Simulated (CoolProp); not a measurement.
Vapour-liquid equilibrium of toluene (1) + n-nonane (2) at 70.1 kPa; x and y are mole fractions of (1).

Model: multi-fluid Helmholtz-energy mixture model, Lemmon 2006 and Lemmon 2006; pair parameters Bell 2016, in CoolProp.

```json
[
 {"x": "0.05", "bubble temperature (°C)": "133.1", "y at the bubble point": "0.155", "dew temperature at overall composition x (°C)": "136.1", "liquid density (mol/L)": "4.976"},
 {"x": "0.125", "bubble temperature (°C)": "127.5", "y at the bubble point": "0.337", "dew temperature at overall composition x (°C)": "134.0", "liquid density (mol/L)": "5.179"},
 {"x": "0.2", "bubble temperature (°C)": "122.7", "y at the bubble point": "0.472", "dew temperature at overall composition x (°C)": "131.8", "liquid density (mol/L)": "5.390"},
 {"x": "0.275", "bubble temperature (°C)": "118.6", "y at the bubble point": "0.574", "dew temperature at overall composition x (°C)": "129.5", "liquid density (mol/L)": "5.608"},
 {"x": "0.35", "bubble temperature (°C)": "115.2", "y at the bubble point": "0.653", "dew temperature at overall composition x (°C)": "127.0", "liquid density (mol/L)": "5.837"},
 {"x": "0.425", "bubble temperature (°C)": "112.2", "y at the bubble point": "0.716", "dew temperature at overall composition x (°C)": "124.4", "liquid density (mol/L)": "6.077"},
 {"x": "0.5", "bubble temperature (°C)": "109.7", "y at the bubble point": "0.767", "dew temperature at overall composition x (°C)": "121.6", "liquid density (mol/L)": "6.332"},
 {"x": "0.575", "bubble temperature (°C)": "107.5", "y at the bubble point": "0.811", "dew temperature at overall composition x (°C)": "118.6", "liquid density (mol/L)": "6.603"},
 {"x": "0.65", "bubble temperature (°C)": "105.5", "y at the bubble point": "0.849", "dew temperature at overall composition x (°C)": "115.3", "liquid density (mol/L)": "6.894"},
 {"x": "0.725", "bubble temperature (°C)": "103.7", "y at the bubble point": "0.883", "dew temperature at overall composition x (°C)": "111.8", "liquid density (mol/L)": "7.206"},
 {"x": "0.8", "bubble temperature (°C)": "102.1", "y at the bubble point": "0.915", "dew temperature at overall composition x (°C)": "108.0", "liquid density (mol/L)": "7.543"},
 {"x": "0.875", "bubble temperature (°C)": "100.5", "y at the bubble point": "0.947", "dew temperature at overall composition x (°C)": "104.2", "liquid density (mol/L)": "7.909"},
 {"x": "0.95", "bubble temperature (°C)": "99.1", "y at the bubble point": "0.978", "dew temperature at overall composition x (°C)": "100.4", "liquid density (mol/L)": "8.308"}
]
```

No azeotrope shows between x = 0.05 and 0.95.

Pair parameters are fitted to limited data, so mixtures are less certain than the pure fluids.
